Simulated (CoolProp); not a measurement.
The fluid at 283.67 K and 0.115 MPa flows at 0.84 m/s in a round tube of 50 mm bore and 1.5 µm roughness, fully developed (64/Re and Nu = 3.66 if laminar; Colebrook and Gnielinski if turbulent). The same conditions are run with several fluids, on thermodynamics alone (safety and materials aside).

Computed with CoolProp (reference Helmholtz-energy equation of state of each fluid (R236FA: Pan 2012; propylene: Lemmon 2013; R134a: Tillner-Roth 1994; CH2F2 (R32): Tillner-Roth 1997; C3F8 (R218): Lemmon 2006)).

```
fluid        Reynolds number  Darcy friction factor  pressure drop (Pa/m)  heat-transfer coefficient (W/(m² K))  mass flow (kg/h)
-----------  ---------------  ---------------------  --------------------  ------------------------------------  ----------------
R236FA                 31400                 0.0233                  1.28                                     …              46.1
propylene              10800                 0.0303                 0.447                                  10.3              12.4
R134a                      …                 0.0262                 0.948                                     …                 …
CH2F2 (R32)                …                 0.0323                 0.588                                  7.06              15.3
C3F8 (R218)                …                 0.0229                  1.53                                  18.9              56.1
```

Q: Fill in the missing entries.

A: 
- R236FA, heat-transfer coefficient (W/(m² K)): 17.3
- R134a, Reynolds number: 19100
- R134a, heat-transfer coefficient (W/(m² K)): 12.6
- R134a, mass flow (kg/h): 30.4
- CH2F2 (R32), Reynolds number: 8530
- C3F8 (R218), Reynolds number: 34000

Transport values come from each fluid's own correlations; those of R236FA, propylene, R134a, CH2F2 (R32), C3F8 (R218) are estimates that may be off by 10 % or more.
